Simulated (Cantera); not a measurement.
Input (Python, Cantera) and output of one run.

```python
import numpy as np
import cantera as ct

gas_names = [...]  # 151 gases of nasa_gas.yaml made of C, H, N, O, Si
cond_names = """
    C(gr) C6H6(L) C7H8(L) C8H18(L),n-octa H2O(s) H2O(L) Si(cr) Si(L) SiC(b) SiO2(Lqz) SiO2(hqz) SiO2(L)
    Si2N2O(s) Si3N4(a)
""".split()


# ... load() reads the species with a 1 bar reference pressure and builds the phases ...
atoms = {
    'SiC': {'Si': 1, 'C': 1},
    'O2': {'O': 2},
    'H2': {'H': 2},
    'N2O': {'N': 2, 'O': 1},
    'CH4': {'C': 1, 'H': 4},
}
top_T = {'C(gr)': 4500, 'SiC(b)': 3050, 'Si2N2O(s)': 2100, 'Si3N4(a)': 2400}  # K; cautious upper limits of use, not melting points


# ... equilibrate(T, P, feed) seeds the gas with the atoms and calls Mixture.equilibrate('TP', solver="vcs", rtol=1e-11, max_steps=5000) ...
results = []
feed = {'SiC': 1, 'O2': 0.012, 'H2': 380, 'N2O': 0.42, 'CH4': 0.0054}  # mol
P = 20  # Pa
for T in [973, 1073, 1173, 1273, 1373, 1473, 1573, 1673, 1773, 1873, 1973, 2073, 2173]:
    mix = equilibrate(T, P, feed)
    results.append((T, P, feed, dict(zip(mix.species_names, mix.species_moles))))

top = {s: max(r[3][s] / sum(r[3][g] for g in gas_names) for r in results) for s in gas_names}
cols = sorted((s for s in top if top[s] > 0.001), key=lambda s: -top[s])[:7]
seen = [c for c in cond_names if any(r[3].get(c, 0) > 1e-12 for r in results)]
print("log10 of partial pressures in bar; condensed amounts in mol")
print(f"{'T/K':>10s}" + "".join(f"{s[:9]:>10s}" for s in cols + seen))
for T, P, feed, n in results:
    ng = sum(n[g] for g in gas_names)
    print(f"{T:10.4g}" + "".join(f"{np.log10(max(n[s] / ng * P / 1e5, 1e-99)):10.3f}" for s in cols)
          + "".join(f"{n.get(c, 0):10.4g}" for c in seen))
```

Output:

```
log10 of partial pressures in bar; condensed amounts in mol
       T/K        H2         H        Si        CO        N2     C(gr)    SiC(b) Si2N2O(s)
       973    -3.699   -10.816   -19.915    -7.897   -10.442    0.8114    0.1601    0.4199
      1073    -3.699    -9.703   -17.310    -7.383    -7.542    0.6539    0.2693    0.3653
      1173    -3.700    -8.778   -14.636    -6.806    -6.841         0    0.7075    0.1457
      1273    -3.700    -7.997   -12.039    -6.840    -6.775         0    0.7303    0.1007
      1373    -3.700    -7.328   -10.309    -6.928    -6.657         0    0.7806         0
      1473    -3.700    -6.748    -9.073    -6.927    -6.657         0    0.7796         0
      1573    -3.701    -6.241    -8.012    -6.911    -6.658         0    0.7703         0
      1673    -3.704    -5.795    -7.175    -6.821    -6.660         0     0.712         0
      1773    -3.709    -5.401    -6.713    -6.676    -6.670         0    0.5737         0
      1873    -3.721    -5.051    -6.460    -6.647    -6.716         0    0.2784         0
      1973    -3.743    -4.741    -6.324    -6.655    -6.757         0         0         0
      2073    -3.782    -4.471    -6.335    -6.672    -6.781         0         0         0
      2173    -3.849    -4.241    -6.361    -6.701    -6.815         0         0         0
```

Equilibrium computed with Cantera from the NASA thermochemical tables; the gas is ideal and each condensed phase is pure. Mutual solubility and eutectic melting of coexisting phases are not modelled.
